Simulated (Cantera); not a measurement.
**PbO + H2 (iron carbonyl, mercury and lead vapours)**

Charge: 1 mol PbO, 0.15 mol H2, equilibrated at 210 Torr.

Equilibrium computed with Cantera from the NASA thermochemical tables; the gas is ideal and each condensed phase is pure. Candidate condensed phases: H2O, Pb, PbO, PbO2, Pb3O4; 12 gas species. Each liquid is taken as pure. Mutual solubility and eutectic melting of coexisting phases are not modelled. Gases not in the tables: (PbO)n polymers. Equilibrium is a limit: real reactors are often held back by kinetics, nucleation or transport.

```
T (K)  x H2O      x Pb     x PbO      x H2     x Pb2      x O2  n Pb(l)  n PbO(yellow)  n PbO(l)
-----  -----  --------  --------  --------  --------  --------  -------  -------------  --------
848    1.000   1.07e-6   2.71e-9   7.94e-5    <1e-12    <1e-12    0.150          0.850         0
923    1.000   9.06e-6   6.73e-8  0.000110  8.16e-12    <1e-12    0.150          0.850         0
998    1.000   5.53e-5   1.02e-6  0.000146  1.69e-10  1.13e-12    0.150          0.850         0
1073   1.000  0.000261   1.04e-5  0.000189   2.27e-9  4.42e-11    0.150          0.850         0
1148   0.999   0.00100   7.74e-5  0.000239   2.14e-8   1.05e-9    0.150          0.850         0
1223   0.996   0.00324  0.000387  0.000339   1.52e-7   1.27e-8    0.149              0     0.850
1298   0.989   0.00913   0.00156  0.000475   8.55e-7   1.09e-7    0.149              0     0.850
1373   0.971    0.0229   0.00532  0.000640   3.95e-6   7.22e-7    0.146              0     0.849
1448   0.931    0.0521    0.0158  0.000821   1.55e-5   3.90e-6    0.141              0     0.848
1523   0.848     0.109    0.0420  0.000977   5.28e-5   1.76e-5    0.131              0     0.843
1598   0.685     0.213     0.101   0.00101  0.000160   6.85e-5    0.103              0     0.828
1673   0.388     0.388     0.223  0.000720  0.000430  0.000236        0              0     0.764
```
x: gas mole fraction; n: condensed amount in mol.

From 848 K to 1148 K the condensed part is Pb(l) + PbO(yellow). From 1223 K to 1598 K the condensed part is Pb(l) + PbO(l). At 1673 K the condensed part is PbO(l).
